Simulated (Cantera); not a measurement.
A closed system holds: 1 mol SiCl4, 5.7 mol HCl, 6.1 mol H2, equilibrated at 1327 °C and 0.133 bar.

Method: chemical equilibrium by Gibbs-energy minimisation in Cantera with the NASA 1993 tables (ideal gas, pure condensed phases). Candidate condensed phases: Si; 19 gas species. The tables' values for SiCl3 are old estimates; treat these amounts as uncertain. The numbers say what is thermodynamically allowed, not how fast it happens.

Q: What is the equilibrium state?

A: 
| Item | Result |
|---|---|
| x(HCl) | 0.522 |
| x(H2) | 0.404 |
| x(SiCl2) | 0.0398 |
| x(SiCl4) | 0.0164 |
| x(SiCl3) | 0.0163 |
| x(SiHCl3) | 0.00183 |
| x(Cl) | 9.67e-5 |
| x(H) | 9.46e-5 |
| x(SiH2Cl2) | 3.42e-5 |
| gas amount | 13.45 mol |
| log10 activity of Si(s) (absent) | -1.77 |
